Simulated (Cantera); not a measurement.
Charge: 1 mol CCl4, 0.092 mol H2, equilibrated at 52000 Pa.

Cantera equilibrium calculation (NASA polynomials, part measured and part estimated; ideal gas, pure solids and liquids). Candidate condensed phases: C, C6H6, C7H8, C8H18; 103 gas species. Ions and electrons are included (thermal ionisation). The tables' values for CCl are old estimates; treat these amounts as uncertain. Kinetics and transport are ignored. All values below are at 4227 °C.

Base state: Cl 0.812, C 0.112, H 0.0352, C2 0.0225, C3 0.0150, HCl 0.00193, CCl 0.000579, C2H 0.000205 (mole fractions); condensed: gas only.

Problem. What changes in the equilibrium state with this change: H2 from 0.092 to 2.6 mol?

Solution. 
```json
[
 {"species": "H", "before": "0.0352", "after": "0.496"},
 {"species": "Cl", "before": "0.812", "after": "0.396"},
 {"species": "C", "before": "0.112", "after": "0.0704"},
 {"species": "H2", "before": "5.38e-5", "after": "0.0107"},
 {"species": "HCl", "before": "0.00193", "after": "0.0133"},
 {"species": "C3", "before": "0.0150", "after": "0.00370"},
 {"species": "C2", "before": "0.0225", "after": "0.00886"},
 {"species": "C2H2 (acetylene)", "before": "4.62e-7", "after": "3.61e-5"},
 {"species": "C5", "before": "4.32e-5", "after": "4.20e-6"},
 {"species": "CH", "before": "5.18e-5", "after": "0.000458"},
 {"species": "C4", "before": "8.25e-5", "after": "1.28e-5"},
 {"species": "C2H", "before": "0.000205", "after": "0.00114"}
]
```
